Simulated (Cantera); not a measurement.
Adiabatic ignition

An adiabatic, constant-volume homogeneous reactor starts with CO : H₂ : CH₄ : O₂ : N₂ = 1 : 0.23 : 0.073 : 0.761 : 2.86 (molar parts), equivalence ratio 1.0, at 1700 K and 1.01 bar.

Computed with Cantera and GRI-Mech 3.0 (53 species, 325 reactions).

```tsv
t (s)	T (K)	P (bar)	x CO	x H₂	x CH₄	x HCO	x H	x CH₂	x C₂H₂
5.00e-6	1700	1.01	0.203	0.0467	0.0148	8.72e-10	1.28e-5	1.34e-9	<1e-12
1.58e-5	1799	1.08	0.203	0.0389	0.00732	7.41e-5	0.00492	2.89e-5	4.23e-6
5.00e-5	2409	1.42	0.131	0.0107	<1e-12	2.98e-7	0.0263	<1e-12	<1e-12
0.000158	2870	1.64	0.117	0.00812	<1e-12	1.42e-7	0.0108	<1e-12	<1e-12
0.000500	2935	1.66	0.113	0.00771	<1e-12	1.36e-7	0.00888	<1e-12	<1e-12
0.00158	2929	1.66	0.113	0.00777	<1e-12	1.34e-7	0.00871	<1e-12	<1e-12
0.00500	2929	1.66	0.113	0.00777	<1e-12	1.34e-7	0.00870	<1e-12	<1e-12
0.0158	2929	1.66	0.113	0.00777	<1e-12	1.34e-7	0.00870	<1e-12	<1e-12
0.0500	2929	1.66	0.113	0.00777	<1e-12	1.34e-7	0.00870	<1e-12	<1e-12
0.158	2929	1.66	0.113	0.00777	<1e-12	1.34e-7	0.00870	<1e-12	<1e-12
0.500	2929	1.66	0.113	0.00777	<1e-12	1.34e-7	0.00870	<1e-12	<1e-12
1.58	2929	1.66	0.113	0.00777	<1e-12	1.34e-7	0.00870	<1e-12	<1e-12
5.00	2929	1.66	0.113	0.00777	<1e-12	1.34e-7	0.00870	<1e-12	<1e-12
```
x: mole fraction; the columns are a selection and need not sum to one.

```json
{
 "time_of_steepest_temperature_rise": "17.0 µs",
 "temperature at 5.00 s": "2929 K",
 "equilibrium_temperature": "2929 K",
 "x(CO) at 5.00 s": "0.113 (gas-phase equilibrium 0.113)",
 "x(H₂) at 5.00 s": "0.00777 (gas-phase equilibrium 0.00777)",
 "x(CH₄) at 5.00 s": "<1e-12 (gas-phase equilibrium <1e-12)"
}
```
